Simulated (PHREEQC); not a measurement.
0.31 g of hydrous ferric oxide (600 m²/g; 0.2 weak and 0.005 strong sites per Fe, Dzombak-Morel constants, diffuse double layer) in 1 kg of water with 0.005 mol/kgw of an inert sodium salt and 0.056 mmol/kgw NaF and 0.001 mmol/kgw H3BO3, at 25 °C; the pH is set by adding NaOH or the inert anion's acid. O2 is buffered at 0.21 atm. CO2 from the air is kept out. Precipitation was switched off in this run.

The series has 17 steps of pH, from 3 to 9.

Model: ion-association model, wateq4f.dat, run in PHREEQC.

### Question
Near which pH is half of the F sorbed, and on which side is more sorbed?

### Answer
Near pH 6.2, with more sorbed at lower pH.

Real BF4- forms and hydrolyses slowly; the run takes it at equilibrium. The oxide is taken as insoluble; below pH 4 it would dissolve.
